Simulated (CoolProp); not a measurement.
Properties of tetrahydrofuran at several states (Tc = 267.0 °C, pc = 5304 kPa, ω = 0.234).

Values from CoolProp's reference Helmholtz-energy equation of state, Fiedler 2023.

```csv
T (°C),p (kPa),phase,Z,speed of sound (m/s),Joule-Thomson coefficient (K/MPa),expansivity (1/kK)
0.65,192,liquid,0.006693,1397,-0.4533,1.184
-9.75,83.3,liquid,0.002982,1447,-0.4689,1.162
254.15,60.3,gas,0.9958,253.3,7.041,1.922
```
